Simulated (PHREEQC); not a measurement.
Solution (60 °C): 2.5 mmol/kgw ZnCl2, 140 mmol/kgw KCl and 34 mmol/kgw FeSO4. Closed to the air; pH follows from the charge balance.

Equilibrium calculation in PHREEQC: ion-association model, wateq4f.dat.

Problem. The ionic strength comes out as 0.227 mol/kgw. What activity coefficients do ZnCl4-2, FeOH+, SO4-2, Zn+2, FeCl+ get?

Solution. ZnCl4-2 0.26, FeOH+ 0.72, SO4-2 0.26, Zn+2 0.29, FeCl+ 0.72.

No solid was allowed to form. Away from 25 °C the constants follow the database's enthalpies or fits; those with neither stay at their 25 °C values.
